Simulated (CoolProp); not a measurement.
1,2-dichloroethane along the isotherm 226.85 °C: density (kg/m³) from the reference equation and from simpler models built on Tc = 288.4 °C, pc = 5226 kPa, ω = 0.269; each cubic takes its own stable root.

Model: reference Helmholtz-energy equation of state, Thol 2015, in CoolProp.

```
p (kPa)   phase  reference  van der Waals  Peng-Robinson
-------  ------  ---------  -------------  -------------
2900     liquid      873.1          97.84          819.9
5810     liquid      895.2          541.6          856.3
8710     liquid      912.8          569.8          884.1
11600    liquid      927.7          589.9          906.9
14500    liquid      940.7          605.8          926.3
17400    liquid      952.3          619.0          943.3
20300    liquid      962.8          630.2          958.3
23200    liquid      972.4          640.0          971.9
26100    liquid      981.4          648.7          984.2
```

At some of these states van der Waals gives the other phase, because its saturation line lies elsewhere.
